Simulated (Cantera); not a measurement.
Ignition delay

Mixture: 14.7 % CH₄, 3.10 % H₂, 17.3 % O₂, 64.9 % N₂, equivalence ratio 1.8, at 2.47 atm, adiabatic and at constant volume. Ignition delay is the time to a rise of 400 K.

Model: GRI-Mech 3.0 (53 species, 325 reactions), integrated in Cantera. Below about 1000 K GRI-Mech 3.0 lacks low-temperature oxidation paths. Below about 950 K walls govern HO2 and H2O2 in real vessels.

| T0 (K) | delay (ms) |
|---|---|
| 850 | 1350 |
| 925 | 127 |
| 1000 | 29.3 |
| 1075 | 13.1 |
| 1150 | 6.67 |
| 1225 | 3.40 |

| Property | Value |
|---|---|
| apparent activation energy between 1075 and 1225 K | 98 kJ/mol |
